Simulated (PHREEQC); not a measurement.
Dissolve 0.025 mol/kgw Cu(NO3)2, 0.064 mol/kgw H2SO4 and 0.00016 mol/kgw H3BO3 at 80 °C. Closed to the air; pH follows from the charge balance.

Equilibrium calculation in PHREEQC: ion-association model, phreeqc.dat.

Each row changes one thing in this solution. No solid was allowed to form.

```
case                                               pH  ionic strength (mol/kgw)  HSO4- (mol/kgw)  SO4-2 (mol/kgw)
-----------------------------------------------  ----  ------------------------  ---------------  ---------------
as made                                          1.24                     0.144           0.0547          0.00596
Cu(NO3)2 from 0.025 to 0.0125 mol/kgw            1.24                     0.109           0.0564       (withheld)
Cu(NO3)2 from 0.025 to 0.005 mol/kgw             1.24                (withheld)           0.0576       (withheld)
H3BO3 from 0.00016 to 0.0008 mol/kgw             1.24                     0.144           0.0547          0.00596
Cu(NO3)2 replaced by LiNO3 at the same molality  1.25                     0.101           0.0580          0.00582
H3BO3 from 0.00016 to 0.00032 mol/kgw            1.24                     0.144           0.0547          0.00596
H3BO3 replaced by HBF4 at the same molality      1.24                     0.144           0.0547          0.00596
H2SO4 from 0.064 to 0.0064 mol/kgw               2.09                    0.0818          0.00284          0.00188
H3BO3 from 0.00016 to 0.000144 mol/kgw           1.24                     0.144           0.0547          0.00596
```

Question: Some entries are withheld; supply them.

Answer: 
- Cu(NO3)2 from 0.025 to 0.0125 mol/kgw, SO4-2 (mol/kgw): 0.00570
- Cu(NO3)2 from 0.025 to 0.005 mol/kgw, ionic strength (mol/kgw): 0.0884
- Cu(NO3)2 from 0.025 to 0.005 mol/kgw, SO4-2 (mol/kgw): 0.00552

Constants without temperature data keep their 25 °C values here. Real BF4- forms and hydrolyses slowly; the run takes it at equilibrium.
